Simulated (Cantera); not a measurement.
Feed: 1 mol B₂O₃, 8.6 mol O₂, 3.7 mol N₂, held at 1202 °C and 110 Pa.

These are equilibrium values from Cantera (NASA tables, ideal gas, pure condensed phases), not measurements of a reactor. Candidate condensed phases: B, BN, B₂O₃; 17 gas species. Equilibrium is a limit: real reactors are often held back by kinetics, nucleation or transport.

Base state: O₂ 0.690, N₂ 0.296, B₂O₃ 0.0117, NO 0.00120, BO₂ 0.00106, O 7.19e-5 (mole fractions); condensed: B₂O₃(l).

### Question
What changes in the equilibrium state with this change: temperature from 1202 °C to 1802 °C?

### Answer
```csv
species,before,after
O₂,0.690,0.599
N₂,0.296,0.266
BO₂,0.00106,0.0505
B₂O₃,0.0117,0.0476
O,7.19e-5,0.0272
BO,2.01e-8,0.000689
NO,0.00120,0.00917
"B₂O₃(l), mol",0.847,0
```
